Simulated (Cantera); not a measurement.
Input: 1 mol V2O5, 8.8 mol H2, held at 0.210 Torr.

Equilibrium computed with Cantera from the NASA thermochemical tables; the gas is ideal and each condensed phase is pure. Candidate condensed phases: H2O, V, VO, V2O3, V2O4, V2O5; 12 gas species. Condensed phases not in the tables: the oxides between V2O3 and V2O5 other than VO2. The numbers say what is thermodynamically allowed, not how fast it happens.

x: gas mole fraction; n: condensed amount in mol.

| T (K) | x H2 | x H2O | x H | x VO2 | x VO | x OH | x O | n V2O3(s) |
|---|---|---|---|---|---|---|---|---|
| 825 | 0.773 | 0.227 | 4.17e-10 | <1e-12 | <1e-12 | <1e-12 | <1e-12 | 1.00 |
| 925 | 0.773 | 0.227 | 1.37e-8 | <1e-12 | <1e-12 | (withheld) | <1e-12 | 1.00 |
| 1025 | 0.773 | 0.227 | 2.29e-7 | <1e-12 | <1e-12 | (withheld) | <1e-12 | 1.00 |
| 1125 | 0.773 | 0.227 | 2.33e-6 | 3.27e-11 | <1e-12 | (withheld) | <1e-12 | 1.00 |
| 1225 | 0.773 | 0.227 | 1.64e-5 | 2.22e-9 | <1e-12 | (withheld) | <1e-12 | 1.00 |
| 1325 | 0.773 | 0.227 | 8.59e-5 | 7.86e-8 | 4.24e-11 | (withheld) | 3.88e-11 | 1.00 |
| 1425 | 0.772 | 0.227 | 0.000358 | 1.66e-6 | 1.79e-9 | (withheld) | 9.60e-10 | 1.000 |
| 1525 | 0.772 | 0.227 | 0.00124 | 2.31e-5 | 4.55e-8 | (withheld) | 1.56e-8 | 1.000 |
| 1625 | 0.769 | 0.227 | 0.00370 | 0.000230 | 7.64e-7 | (withheld) | 1.81e-7 | 0.999 |
| 1725 | 0.764 | 0.225 | 0.00970 | 0.00173 | 9.13e-6 | (withheld) | 1.59e-6 | 0.992 |
| 1825 | 0.750 | 0.217 | 0.0228 | 0.0102 | 8.27e-5 | (withheld) | 1.08e-5 | 0.954 |
| 1925 | 0.716 | 0.186 | 0.0484 | 0.0476 | 0.000616 | (withheld) | 5.47e-5 | 0.771 |
| 2025 | 0.643 | 0.103 | 0.0922 | 0.155 | 0.00450 | (withheld) | 0.000161 | 0.115 |
| 2125 | 0.574 | 0.0877 | 0.164 | 0.163 | 0.00670 | (withheld) | 0.000632 | 0 |

**Question.** Complete the blanks.

**Answer.** 
- 925, x OH: 4.76e-12
- 1025, x OH: 1.80e-10
- 1125, x OH: 3.58e-9
- 1225, x OH: 4.38e-8
- 1325, x OH: 3.69e-7
- 1425, x OH: 2.30e-6
- 1525, x OH: 1.13e-5
- 1625, x OH: 4.59e-5
- 1725, x OH: 0.000157
- 1825, x OH: 0.000461
- 1925, x OH: 0.00109
- 2025, x OH: 0.00155
- 2125, x OH: 0.00312
